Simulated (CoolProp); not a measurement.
1000 sccm (0 °C, 1 atm) of nitrogen bubbles through liquid R123 at 285.1 K and leaves saturated at a total pressure of 0.15 MPa (ideal gas phase). Each further row changes one setting.

Values from CoolProp's reference Helmholtz-energy equation of state, Younglove 1994. It is a modified Benedict-Webb-Rubin equation, recast in Helmholtz form.

```csv
case,vapour pressure (kPa),mole fraction of vapour,delivery (mg/min),delivery (sccm),change of delivery for a bath 1 K warmer (%)
as stated,54.8,___,3930,___,6.8
bath temperature 290.1 K,67.1,0.447,5520,810,___
total pressure 0.3 MPa,54.8,0.183,1530,224,5.2
```

### Question
Complete the blanks.

### Answer

- as stated, mole fraction of vapour: 0.366
- as stated, delivery (sccm): 576
- bath temperature 290.1 K, change of delivery for a bath 1 K warmer (%): 7.5
